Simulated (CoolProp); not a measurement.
Vapour-liquid equilibrium of p-xylene (1) + n-decane (2) at 149.05 °C; x and y are mole fractions of (1).

Values from CoolProp's multi-fluid Helmholtz-energy mixture model, Zhou 2012 and Lemmon 2006; pair parameters Bell 2016.

```tsv
x	bubble pressure, mixture model (bar)	bubble pressure, Raoult's law (bar)	y, mixture model	y, Raoult's law
0.05	0.5569	0.5526	0.124	0.121
0.15	0.6459	0.6354	0.319	0.316
0.25	0.7322	0.7181	0.465	0.466
0.35	0.8163	0.8008	0.579	0.585
0.45	0.8985	0.8836	0.672	0.682
0.55	0.9794	0.9663	0.751	0.762
0.65	1.059	1.049	0.818	0.829
0.75	1.139	1.132	0.877	0.887
0.85	1.219	1.214	0.930	0.937
0.95	1.298	1.297	0.978	0.980
```

The largest gap from Raoult's law is +2.0 % in bubble pressure, at x = 0.25. No azeotrope shows between x = 0.05 and 0.95.

The pair parameters rest on a limited set of measurements; away from them the model extrapolates.
